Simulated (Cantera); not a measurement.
An isothermal, constant-pressure homogeneous reactor starts with NO : N₂ = 1 : 0.62 (molar parts), at 1750 K and 760 Torr. Integrator tolerance rtol = 1e-08.

Model: GRI-Mech 3.0 (53 species, 325 reactions), integrated in Cantera.

Question: What does this change do: pressure from 760 Torr to 43.5 Torr?

Answer: 
```json
[
 {"quantity": "x(NO) at 8.00 s", "before": "0.226 (gas-phase equilibrium 0.00396)", "after": "0.562 (gas-phase equilibrium 0.00396)"},
 {"quantity": "x(N₂O) at 8.00 s", "before": "1.99e-5 (gas-phase equilibrium 2.16e-7)", "after": "0.000112 (gas-phase equilibrium 5.17e-8)"},
 {"quantity": "x(N₂) at 8.00 s", "before": "0.578 (gas-phase equilibrium 0.689)", "after": "0.410 (gas-phase equilibrium 0.689)"},
 {"quantity": "x(O₂) at 8.00 s", "before": "0.195 (gas-phase equilibrium 0.307)", "after": "0.0277 (gas-phase equilibrium 0.307)"},
 {"quantity": "x(NO₂) at 8.00 s", "before": "0.000613 (gas-phase equilibrium 1.34e-5)", "after": "0.000138 (gas-phase equilibrium 3.21e-6)"},
 {"quantity": "x(O) at 8.00 s", "before": "3.33e-5 (gas-phase equilibrium 4.14e-5)", "after": "6.19e-5 (gas-phase equilibrium 0.000173)"}
]
```

Question: What does this change do: NO 1 to 6.7 parts?

Answer: 
```json
[
 {"quantity": "x(NO) at 8.00 s", "before": "0.226 (gas-phase equilibrium 0.00396)", "after": "0.255 (gas-phase equilibrium 0.00427)"},
 {"quantity": "x(N₂O) at 8.00 s", "before": "1.99e-5 (gas-phase equilibrium 2.16e-7)", "after": "2.49e-5 (gas-phase equilibrium 2.06e-7)"},
 {"quantity": "x(N₂) at 8.00 s", "before": "0.578 (gas-phase equilibrium 0.689)", "after": "0.415 (gas-phase equilibrium 0.540)"},
 {"quantity": "x(O₂) at 8.00 s", "before": "0.195 (gas-phase equilibrium 0.307)", "after": "0.330 (gas-phase equilibrium 0.455)"},
 {"quantity": "x(NO₂) at 8.00 s", "before": "0.000613 (gas-phase equilibrium 1.34e-5)", "after": "0.000897 (gas-phase equilibrium 1.77e-5)"},
 {"quantity": "x(O) at 8.00 s", "before": "3.33e-5 (gas-phase equilibrium 4.14e-5)", "after": "4.32e-5 (gas-phase equilibrium 5.05e-5)"}
]
```
